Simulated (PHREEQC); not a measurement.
Alkaline etch or developer (model solution)

Dissolve 4.7 mmol/kgw KOH, 5.5 mmol/kgw Na2SiO3 and 0.28 mmol/kgw K3PO4 at 71 °C. Closed to the air; pH follows from the charge balance.

Equilibrium calculation in PHREEQC: ion-association model, phreeqc.dat.

Precipitation was switched off in this run.

Task: What pH, ionic strength does the model give?

Result: pH 10.72; ionic strength 0.0171 mol/kgw.

Task: In which forms is Si present?

Result: H3SiO4- 92 %, H2SiO4-2 4.8 %, H4SiO4 3.0 % of the Si.

Species that the database lacks are ignored. Constants without temperature data keep their 25 °C values here.
